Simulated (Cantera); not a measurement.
An adiabatic, constant-pressure homogeneous reactor starts with 12.0 % CH4, 24.4 % O2, 63.6 % N2, equivalence ratio 0.98, at 1023 K and 3.30 bar.

Model: GRI-Mech 3.0 (53 species, 325 reactions), integrated in Cantera.

Q: Predict: time of steepest temperature rise; temperature at 1.00 s; equilibrium temperature; x(O2) at 1.00 s; x(O) at 1.00 s; x(H2O2) at 1.00 s.

A: 
| Quantity | Result |
|---|---|
| time of steepest temperature rise | 0.149 s |
| temperature at 1.00 s | 2778 K |
| equilibrium temperature | 2778 K |
| x(O2) at 1.00 s | 0.0215 (gas-phase equilibrium 0.0215) |
| x(O) at 1.00 s | 0.00405 (gas-phase equilibrium 0.00405) |
| x(H2O2) at 1.00 s | 6.54e-7 (gas-phase equilibrium 6.54e-7) |
